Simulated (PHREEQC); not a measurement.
Make-up at 25 °C: 0.0075 mol NiCl2 and 0.0012 mol H3BO3 per kg of water. Closed to the air; pH follows from the charge balance.

The numbers come from PHREEQC with the ion-association model, wateq4f.dat.

Each row changes one thing in this solution. No solid was allowed to form.

| case | pH | ionic strength (mol/kgw) | H2BO3- (mol/kgw) |
|---|---|---|---|
| as made | 5.94 | 0.0222 | 7.08e-7 |
| H3BO3 from 0.0012 to 0.0018 mol/kgw | 5.89 | 0.0222 | 9.41e-7 |
| NiCl2 replaced by ZnCl2 at the same molality | 5.57 | 0.0221 | 3.03e-7 |
| H3BO3 from 0.0012 to 0.0006 mol/kgw | 6.01 | 0.0222 | 4.15e-7 |
| NiCl2 replaced by CdCl2 at the same molality | 5.86 | 0.0162 | 5.72e-7 |
| diluted 100-fold with water | 6.79 | 0.000225 | ___ |
| diluted 5-fold with water | 6.26 | 0.00448 | 2.69e-7 |
| NiCl2 left out | 6.08 | 8.38e-7 | ___ |

Some entries are withheld; supply them.


- diluted 100-fold with water, H2BO3- (mol/kgw): 4.29e-8
- NiCl2 left out, H2BO3- (mol/kgw): 8.26e-7

Complexes and solids missing from the database can't appear.
